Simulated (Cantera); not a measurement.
An isothermal, constant-pressure homogeneous reactor starts with C2H6 : N2 = 1 : 3.7 (molar parts), at 1700 K and 1.00 atm. Integrator tolerance rtol = 1e-08.

Detailed kinetics in Cantera: GRI-Mech 3.0 (53 species, 325 reactions). GRI-Mech 3.0 stops at C3 and has no aromatics, soot or wall deposition, so with more carbon than oxygen in the feed, carbon stays in small species such as C2H2 where larger ones or solid carbon would form.

### Question
What does this change do: temperature 1700 to 1500 K?

### Answer
```csv
quantity,before,after
x(C2H6) at 6.00 s,1.34e-6 (gas-phase equilibrium 8.16e-7),1.95e-5 (gas-phase equilibrium 1.34e-5)
x(CH4) at 6.00 s,0.00755 (gas-phase equilibrium 0.00591),0.0377 (gas-phase equilibrium 0.0318)
x(C2H4) at 6.00 s,0.00204 (gas-phase equilibrium 0.00123),0.00904 (gas-phase equilibrium 0.00599)
x(H2) at 6.00 s,0.288 (gas-phase equilibrium 0.290),0.247 (gas-phase equilibrium 0.256)
x(H) at 6.00 s,7.91e-5 (gas-phase equilibrium 7.95e-5),8.74e-6 (gas-phase equilibrium 8.91e-6)
x(CH3) at 6.00 s,4.21e-5 (gas-phase equilibrium 3.28e-5),2.70e-5 (gas-phase equilibrium 2.24e-5)
```
